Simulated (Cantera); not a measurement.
A perfectly stirred reactor is fed with 19.2 % NH₃, 80.8 % N₂, at 0.490 bar; it is held at 1598 K, and followed from long to short residence time.

Detailed kinetics in Cantera: the gas-phase N/H chemistry of the illustrative SiF4/NH3 mechanism in the Surface Chemkin manual (1991). Walls and surfaces, which speed up NH3 decomposition in real reactors, are not modelled.

Task: Predict: x(NH₃) at τ = 4.80 s; x(H₂) at τ = 4.80 s; x(NH₂) at τ = 4.80 s; x(N) at τ = 4.80 s; x(N₂H₂) at τ = 4.80 s; x(NH₃) at τ = 78.0 ms; x(H₂) at τ = 78.0 ms; x(NH₂) at τ = 78.0 ms; x(N) at τ = 78.0 ms; x(N₂H₂) at τ = 78.0 ms.

Result: 
```
Item                      Value
----------------------  -------
x(NH₃) at τ = 4.80 s      0.138
x(H₂) at τ = 4.80 s      0.0685
x(NH₂) at τ = 4.80 s    3.70e-5
x(N) at τ = 4.80 s      1.36e-8
x(N₂H₂) at τ = 4.80 s   8.90e-8
x(NH₃) at τ = 78.0 ms     0.191
x(H₂) at τ = 78.0 ms    0.00177
x(NH₂) at τ = 78.0 ms   5.32e-5
x(N) at τ = 78.0 ms     1.05e-9
x(N₂H₂) at τ = 78.0 ms  1.49e-7
```
